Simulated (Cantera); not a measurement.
Input: 1 mol B, 0.087 mol H2O, 50 mol N2, at 7.50 Torr.

Method: chemical equilibrium by Gibbs-energy minimisation in Cantera with the NASA 1993 tables (ideal gas, pure condensed phases). Candidate condensed phases: B, BN, B2O3, B3O3H3, H2O; 39 gas species. N2 is the only nitrogen source here; it is nearly inert below about 1500 K, so the nitride shown seldom forms there in practice. Mutual solubility and eutectic melting of coexisting phases are not modelled. Kinetics and transport are ignored. All values below are at 850 °C.

Base state: N2 0.998, H2 0.00175 (mole fractions); condensed: BN(s) + B2O3(l).

What changes in the equilibrium state with this change: H2O from 0.087 to 0.26 mol?


```
species        before    after
------------  -------  -------
N2              0.998    0.995
H2            0.00175  0.00520
H2O           3.47e-6  1.03e-5
BN(s), mol      0.942    0.827
B2O3(l), mol   0.0288   0.0862
```

What changes in the equilibrium state with this change: B replaced by borazine?


```csv
species,before,after
N2,0.998,0.942
H2,0.00175,0.0580
H2O,3.47e-6,0.000113
HBO2,4.78e-6,2.72e-5
"BN(s), mol",0.942,2.95
"B2O3(l), mol",0.0288,0.0260
```
The feed counts by its element totals alone.
